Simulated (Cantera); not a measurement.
A diamond (100) surface in a fixed gas of H2 with x(CH4) = 0.0028, x(CH3) = 0.00012, at 1023 K, 17.3 Torr; coverages are run to steady state.

Detailed kinetics in Cantera: the Harris–Goodwin 1993 mechanism for the reconstructed diamond (100) surface.

One state of this run: growth (µm/h) = 1.04; θ c6HH = 0.559; θ c6H* = 0.0195; θ c6*H = 0.376; θ c6** = 0.0102; θ c6HM = 0.0251. θ: site fractions in the mechanism's names (c6HH fully hydrogenated, c6H* and c6*H radical sites, c6** diradical, c6HM methylated).

Question: Which value of x(H) does it belong to?
A) 0.0015
B) 0.022
C) 0.0006
D) 0.0089

Answer: A, 0.0015
